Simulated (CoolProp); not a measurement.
Vapour-liquid equilibrium of propylene (1) + propane (2) at 0.0111 MPa; x and y are mole fractions of (1).

Model: multi-fluid Helmholtz-energy mixture model, Lemmon 2013 and Lemmon 2009; pair parameters Bell 2016, in CoolProp.

```tsv
x	bubble temperature (K)	y at the bubble point	dew temperature at overall composition x (K)	liquid density (mol/L)
0.05	190.4	0.075	190.5	14.25
0.125	189.8	0.177	190.1	14.35
0.2	189.3	0.269	189.7	14.45
0.275	188.9	0.354	189.3	…
0.35	188.5	0.432	188.9	14.66
0.425	188.2	…	188.6	14.76
0.5	187.9	0.574	188.2	14.87
0.575	187.6	0.641	187.9	14.97
0.65	187.3	0.705	187.5	15.08
0.725	187.1	0.768	187.2	…
0.8	186.9	0.831	187.0	15.30
0.875	186.7	0.893	186.7	15.41
0.95	186.5	0.957	186.5	15.52
```

**Question.** Complete the blanks.

**Answer.** 
- 0.275, liquid density (mol/L): 14.55
- 0.425, y at the bubble point: 0.505
- 0.725, liquid density (mol/L): 15.19

No azeotrope shows between x = 0.05 and 0.95.

The pair parameters rest on a limited set of measurements; away from them the model extrapolates.
